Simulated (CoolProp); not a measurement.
Vapour-liquid equilibrium of benzene (1) + dimethyl carbonate (2) at 0.0901 MPa; x and y are mole fractions of (1).

Model: multi-fluid Helmholtz-energy mixture model, Thol 2012 and Zhou 2011; pair parameters Bell 2016, in CoolProp.

```
x     bubble temperature, mixture model (K)  bubble temperature, Raoult's law (K)  y, mixture model  y, Raoult's law
----  -------------------------------------  ------------------------------------  ----------------  ---------------
0.05                                  358.4                                 359.1               [?]            0.067
0.2                                   355.4                                 357.4               [?]            0.256
0.35                                  353.2                                 355.8             0.451            0.426
0.5                                     [?]                                 354.3             0.582            0.581
0.65                                  350.5                                 352.8             0.701            0.721
0.8                                   349.8                                 351.3             0.820            0.849
0.95                                  349.5                                 349.9             0.951            0.964
```

### Question
What belongs in the gaps?

### Answer

- 0.05, y, mixture model: 0.086
- 0.2, y, mixture model: 0.294
- 0.5, bubble temperature, mixture model (K): 351.6

The largest gap from Raoult's law is -2.7 K in bubble temperature, at x = 0.5. No azeotrope shows between x = 0.05 and 0.95.

Pair parameters are fitted to limited data, so mixtures are less certain than the pure fluids.
